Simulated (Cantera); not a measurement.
## Silicon epitaxy and polysilicon growth: Si₂Cl₆ + HCl + H₂

Input: 1 mol Si₂Cl₆, 1.4 mol HCl, 630 mol H₂, at 4.30 mbar.

Method: chemical equilibrium by Gibbs-energy minimisation in Cantera with the NASA 1993 tables (ideal gas, pure condensed phases). Candidate condensed phases: Si; 19 gas species. The feed counts by its element totals alone. The tables' values for SiCl₃ are old estimates; treat these amounts as uncertain. Equilibrium is a limit: real reactors are often held back by kinetics, nucleation or transport.

| T (K) | x H₂ | x HCl | x SiCl₄ | x H | x SiHCl₃ | n Si(s) |
|---|---|---|---|---|---|---|
| 875 | 0.993 | 0.00468 | 0.00127 | 7.62e-10 | 0.000587 | 0.778 |
| 950 | 0.991 | 0.00819 | 0.000550 | 8.45e-9 | 0.000305 | 1.35 |
| 1025 | 0.989 | 0.0105 | 0.000108 | 6.61e-8 | 8.75e-5 | 1.73 |
| 1100 | 0.989 | 0.0110 | 1.39e-5 | 3.92e-7 | 1.84e-5 | 1.81 |
| 1175 | 0.989 | 0.0111 | 2.00e-6 | 1.86e-6 | 4.22e-6 | 1.81 |
| 1250 | 0.989 | 0.0110 | 3.56e-7 | 7.33e-6 | 1.13e-6 | 1.80 |
| 1325 | 0.989 | 0.0110 | 7.68e-8 | 2.48e-5 | 3.54e-7 | 1.79 |
| 1400 | 0.989 | 0.0109 | 1.96e-8 | 7.38e-5 | 1.25e-7 | 1.77 |
| 1475 | 0.989 | 0.0109 | 5.73e-9 | 0.000197 | 4.92e-8 | 1.76 |
| 1550 | 0.988 | 0.0109 | 1.89e-9 | 0.000477 | 2.12e-8 | 1.74 |
| 1625 | 0.988 | 0.0108 | 6.92e-10 | 0.00107 | 9.85e-9 | 1.70 |
x: gas mole fraction; n: condensed amount in mol.

From 875 K to 1625 K the condensed part is Si(s). The main Si-bearing gas is SiCl₄ at 875 K and SiCl₂ at 1625 K. The share of Si in condensed phases is highest at 1175 K (90.6 %) and lowest at 875 K (38.9 %).
